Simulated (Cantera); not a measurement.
A perfectly stirred reactor is fed with 11.9 % CH4, 0.415 % H2, 18.4 % O2, 69.3 % N2, at 0.210 bar; it is adiabatic with a 725 K inlet, and is followed from long to short residence time, starting on the burning branch (τ in s: 0.14, 0.049, 0.017, 0.0057, 0.002, 0.00067, 0.00023, 7.9e-05, 2.7e-05, 9.2e-06).

Model: GRI-Mech 3.0 (53 species, 325 reactions), integrated in Cantera.

x: mole fraction; the columns are a selection and need not sum to one.

```csv
τ (s),T (K),x CH4,x H2,x O2,x OH,x CO2
0.14,2286,6.04e-6,0.0427,0.000909,(withheld),0.0481
0.049,2260,1.28e-5,0.0430,0.00139,(withheld),0.0478
0.017,2226,2.82e-5,0.0435,0.00213,(withheld),0.0473
0.0057,2188,6.92e-5,0.0441,0.00315,0.00717,0.0466
0.0020,2156,0.000181,0.0446,0.00454,0.00749,0.0453
0.00067,2117,0.000561,0.0451,0.00765,0.00714,0.0418
0.00023,2017,0.00239,0.0474,0.0187,(withheld),0.0310
7.9e-5,725,0.119,0.00415,0.184,<1e-12,<1e-12
2.7e-5,725,0.119,0.00415,0.184,<1e-12,<1e-12
9.2e-6,725,0.119,0.00415,0.184,<1e-12,<1e-12
```

Task: What belongs in the gaps?

Result: 
- 0.14, x OH: 0.00450
- 0.049, x OH: 0.00539
- 0.017, x OH: 0.00637
- 0.00023, x OH: 0.00507
